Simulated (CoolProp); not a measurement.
Vapour-liquid equilibrium of n-heptane (1) + n-dodecane (2) at 426.8 K; x and y are mole fractions of (1).

The numbers come from the multi-fluid Helmholtz-energy mixture model, Span 2003 and Lemmon 2004; pair parameters Bell 2016 in CoolProp.

```json
[
 {"x": "0.05", "bubble pressure, mixture model (MPa)": "0.03330", "bubble pressure, Raoult's law (MPa)": "0.03659", "y, mixture model": "0.500", "y, Raoult's law": "0.552"},
 {"x": "0.125", "bubble pressure, mixture model (MPa)": "0.05889", "bubble pressure, Raoult's law (MPa)": "0.06560", "y, mixture model": "0.734", "y, Raoult's law": "0.770"},
 {"x": "0.2", "bubble pressure, mixture model (MPa)": "0.08588", "bubble pressure, Raoult's law (MPa)": "0.09461", "y, mixture model": "0.830", "y, Raoult's law": "0.854"},
 {"x": "0.275", "bubble pressure, mixture model (MPa)": "0.1139", "bubble pressure, Raoult's law (MPa)": "0.1236", "y, mixture model": "0.881", "y, Raoult's law": "0.899"},
 {"x": "0.35", "bubble pressure, mixture model (MPa)": "0.1425", "bubble pressure, Raoult's law (MPa)": "0.1526", "y, mixture model": "0.913", "y, Raoult's law": "0.927"},
 {"x": "0.425", "bubble pressure, mixture model (MPa)": "0.1716", "bubble pressure, Raoult's law (MPa)": "0.1816", "y, mixture model": "0.935", "y, Raoult's law": "0.945"},
 {"x": "0.5", "bubble pressure, mixture model (MPa)": "0.2008", "bubble pressure, Raoult's law (MPa)": "0.2107", "y, mixture model": "0.950", "y, Raoult's law": "0.959"},
 {"x": "0.575", "bubble pressure, mixture model (MPa)": "0.2302", "bubble pressure, Raoult's law (MPa)": "0.2397", "y, mixture model": "0.962", "y, Raoult's law": "0.969"},
 {"x": "0.65", "bubble pressure, mixture model (MPa)": "0.2597", "bubble pressure, Raoult's law (MPa)": "0.2687", "y, mixture model": "0.971", "y, Raoult's law": "0.978"},
 {"x": "0.725", "bubble pressure, mixture model (MPa)": "0.2894", "bubble pressure, Raoult's law (MPa)": "0.2977", "y, mixture model": "0.979", "y, Raoult's law": "0.984"},
 {"x": "0.8", "bubble pressure, mixture model (MPa)": "0.3195", "bubble pressure, Raoult's law (MPa)": "0.3267", "y, mixture model": "0.986", "y, Raoult's law": "0.989"},
 {"x": "0.875", "bubble pressure, mixture model (MPa)": "0.3502", "bubble pressure, Raoult's law (MPa)": "0.3557", "y, mixture model": "0.991", "y, Raoult's law": "0.994"},
 {"x": "0.95", "bubble pressure, mixture model (MPa)": "0.3820", "bubble pressure, Raoult's law (MPa)": "0.3847", "y, mixture model": "0.997", "y, Raoult's law": "0.998"}
]
```

The largest gap from Raoult's law is -10.2 % in bubble pressure, at x = 0.125. No azeotrope shows between x = 0.05 and 0.95.

Pair parameters are fitted to limited data, so mixtures are less certain than the pure fluids.
